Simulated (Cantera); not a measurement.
Charge: 1 mol HBr, 0.29 mol H2, 8.8 mol O2, at 3323 K and 1 atm.

Equilibrium computed with Cantera from the NASA thermochemical tables; the gas is ideal and each condensed phase is pure. Candidate condensed phases: Br2, H2O; 12 gas species. The numbers say what is thermodynamically allowed, not how fast it happens.

Base state: O2 0.579, O 0.233, Br 0.0808, OH 0.0586, H 0.0220, H2O 0.0210, H2 0.00328, HBr 0.00270 (mole fractions); condensed: gas only.

Q: What changes in the equilibrium state with this change: pressure from 1 atm to 97500 Torr?

A: 
```
species   before     after
-------  -------  --------
O2         0.579     0.795
Br        0.0808    0.0807
H2O       0.0210    0.0533
O          0.233    0.0241
H         0.0220  0.000850
HBr      0.00270    0.0133
OH        0.0586    0.0300
Br2      9.83e-6   0.00126
H2O2     4.42e-7   1.49e-5
```
The ideal-gas law is rough above about 30 bar.

Q: What changes in the equilibrium state with this change: temperature from 3323 K to 3073 K?

A: 
```json
[
 {"species": "O2", "before": "0.579", "after": "0.691"},
 {"species": "O", "before": "0.233", "after": "0.119"},
 {"species": "Br", "before": "0.0808", "after": "0.0862"},
 {"species": "H2O", "before": "0.0210", "after": "0.0367"},
 {"species": "H", "before": "0.0220", "after": "0.00976"},
 {"species": "OH", "before": "0.0586", "after": "0.0503"},
 {"species": "Br2", "before": "9.83e-6", "after": "2.06e-5"},
 {"species": "HBr", "before": "0.00270", "after": "0.00403"},
 {"species": "H2", "before": "0.00328", "after": "0.00250"},
 {"species": "HO2", "before": "7.11e-5", "after": "7.18e-5"}
]
```

Q: What changes in the equilibrium state with this change: O2 from 8.8 to 0.41 mol?

A: 
```json
[
 {"species": "Br", "before": "0.0808", "after": "0.396"},
 {"species": "H2O", "before": "0.0210", "after": "0.150"},
 {"species": "H", "before": "0.0220", "after": "0.113"},
 {"species": "O2", "before": "0.579", "after": "0.0429"},
 {"species": "O", "before": "0.233", "after": "0.0634"},
 {"species": "H2", "before": "0.00328", "after": "0.0859"},
 {"species": "HBr", "before": "0.00270", "after": "0.0676"},
 {"species": "OH", "before": "0.0586", "after": "0.0816"},
 {"species": "Br2", "before": "9.83e-6", "after": "0.000236"},
 {"species": "HO2", "before": "7.11e-5", "after": "2.69e-5"}
]
```
